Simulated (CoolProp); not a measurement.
R152A at 390.13 K and 0.222 MPa is throttled through a valve to 0.147 MPa with no heat exchange. Each further row changes one setting.

Model: reference Helmholtz-energy equation of state, Outcalt 1996, in CoolProp. It is a modified Benedict-Webb-Rubin equation, recast in Helmholtz form.

```
case                        temperature change (K)  final density (kg/m³)
--------------------------  ----------------------  ---------------------
as stated                                     -0.9                   3.04
outlet pressure 0.0441 MPa                    -2.0                  0.906
outlet pressure 0.191 MPa                     -0.4                   3.95
```
